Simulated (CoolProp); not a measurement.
Vapour-liquid equilibrium of CHF3 (R23) (1) + propylene (2) at 217 kPa; x and y are mole fractions of (1).

Values from CoolProp's multi-fluid Helmholtz-energy mixture model, Penoncello 2003 and Lemmon 2013; pair parameters Bell 2016.

Question: Give the bubble temperature and the first vapour's composition at x = 0.35, 0.5, 0.95. Is there an azeotrope?

Answer: x = 0.35: 210.6 K, y = 0.820; x = 0.5: 208.5 K, y = 0.851; x = 0.95: 205.6 K, y = 0.961. No azeotrope shows between x = 0.05 and 0.95.

Pair parameters are fitted to limited data, so mixtures are less certain than the pure fluids. With so large a gap from Raoult's law the liquid may split in two, which this calculation doesn't test in full.
